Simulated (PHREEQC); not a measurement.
A made-up water analysis in mg/kgw, 55 °C, pH 6.02, pe 2.3:

```
constituent         mg/kgw
------------------  ------
Na                    2230
K                     14.8
Ca                      43
Mg                     189
Cl                    3510
S(6) as SO4            641
Alkalinity as HCO3    12.4
Si as SiO2            0.92
N(-3) as NH4           4.3
```

Valence states are taken as typed.

Equilibrium calculation in PHREEQC: ion-association model, phreeqc.dat.

No solid was allowed to form.

Predict the ionic strength, density, specific conductance.

ionic strength 0.121 mol/kgw; density 0.990 g/cm³; specific conductance 19600 µS/cm.

In which forms is N present?

NH4+ 98 %, NH4SO4- 1.7 % of the N.

Species that the database lacks are ignored. Constants without temperature data keep their 25 °C values here.
